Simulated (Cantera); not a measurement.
Cantera with NASA thermochemical tables; ideal gases at 1 bar, condensed phases pure. Values are per mole of reaction as written; species without (g) are pure solids or liquids, kept so even where they would boil at 1 bar.

Q: Between 300 and 1275 K, where is each reaction favourable under standard conditions?
- P4(g) → 2 P2(g)
- 10 OH(g) + 2 P2(g) → P4O10(g) + 10 H(g)

A: 
- P4(g) → 2 P2(g): ΔG° is 182 kJ at 300 K and 35 kJ at 1275 K; it stays positive (K < 1). ΔH° is 221 kJ and ΔS° 146 J/K at 1275 K.
- 10 OH(g) + 2 P2(g) → P4O10(g) + 10 H(g): ΔG° is -1188 kJ at 300 K and -564 kJ at 1275 K; it stays negative (K > 1). ΔH° is -1293 kJ and ΔS° -571 J/K at 1275 K.
